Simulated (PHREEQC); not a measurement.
Consider water at 90 °C with 0.0029 mol/kgw ZnCl2, 0.00024 mol/kgw Na2SO4 and 0.014 mol/kgw FeSO4. Closed to the air; pH follows from the charge balance.

The numbers come from PHREEQC with the ion-association model, phreeqc.dat.

Each row changes one thing in this solution. No solid was allowed to form.

```tsv
case	pH	ionic strength (mol/kgw)	Fe+2 (mol/kgw)	SO4-2 (mol/kgw)	FeSO4 (mol/kgw)	Zn+2 (mol/kgw)	SI of Melanterite (FeSO4:7H2O)
as made	5.19	0.0375	0.00805	0.00729	0.00591	0.00178	-3.21
0.00016 mol/kgw KCl added	5.19	0.0377	0.00806	0.00729	0.00590	0.00178	-3.21
Na2SO4 left out	5.19	0.0370	0.00810	0.00713	0.00585	0.00179	-3.21
ZnCl2 from 0.0029 to 0.029 mol/kgw	___	0.0956	0.0102	0.00631	0.00355	0.0167	-3.43
temperature from 90 to 70 °C	5.35	0.0396	0.00859	0.00780	0.00538	0.00182	___
```

### Question
What belongs in the gaps?

### Answer

- ZnCl2 from 0.0029 to 0.029 mol/kgw, pH: 4.85
- temperature from 90 to 70 °C, SI of Melanterite (FeSO4:7H2O): -3.02

Away from 25 °C the constants follow the database's enthalpies or fits; those with neither stay at their 25 °C values.
